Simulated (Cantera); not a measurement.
Standard-state values (1 bar) from the NASA 1993 polynomials, evaluated with Cantera. Values are per mole of reaction as written; species without (g) are pure solids or liquids, kept so even where they would boil at 1 bar.

5 N2(g) + 2 Ta2O5 → 10 NO(g) + 4 Ta

```tsv
T (K)	ΔH° (kJ)	ΔS° (J/K)	ΔG° (kJ)	log10 K
1023	…	…	…	…
1048	4960.2	962.0	3952.1	-196.97
1073	4958.2	960.1	3928.0	-191.22
1098	…	…	…	…
1123	4954.3	956.5	3880.1	-180.47
1148	4952.3	954.8	3856.2	-175.46
1173	…	…	…	…
```

Question: What belongs in the gaps?

Answer: 
- 1023, ΔH° (kJ): 4962.1
- 1023, ΔS° (J/K): 963.9
- 1023, ΔG° (kJ): 3976.1
- 1023, log10 K: -203.02
- 1098, ΔH° (kJ): 4956.3
- 1098, ΔS° (J/K): 958.3
- 1098, ΔG° (kJ): 3904.1
- 1098, log10 K: -185.72
- 1173, ΔH° (kJ): 4950.3
- 1173, ΔS° (J/K): 953.1
- 1173, ΔG° (kJ): 3832.4
- 1173, log10 K: -170.66
